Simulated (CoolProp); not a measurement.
Dimethyl carbonate at 332.1 K and 0.0241 MPa is throttled through a valve to 0.0162 MPa with no heat exchange. Each further row changes one setting.

Model: reference Helmholtz-energy equation of state, Zhou 2011, in CoolProp.

```tsv
case	temperature change (K)	final density (kg/m³)
as stated	-0.2	0.532
outlet pressure 0.00486 MPa	-0.6	0.159
outlet pressure 0.0211 MPa	-0.1	0.694
```
